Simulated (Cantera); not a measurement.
Cantera with NASA thermochemical tables; ideal gases at 1 bar, condensed phases pure. Values are per mole of reaction as written; species without (g) are pure solids or liquids, kept so even where they would boil at 1 bar. The tables' values for SiF2 are old estimates.

Between 300 and 1475 K, where is each reaction favourable under standard conditions?
- Si(g) + 2 F(g) = SiF2(g)


- Si(g) + 2 F(g) = SiF2(g): ΔG° is -1128 kJ at 300 K and -842 kJ at 1475 K; it stays negative (K > 1). ΔH° is -1209 kJ and ΔS° -248 J/K at 1475 K.
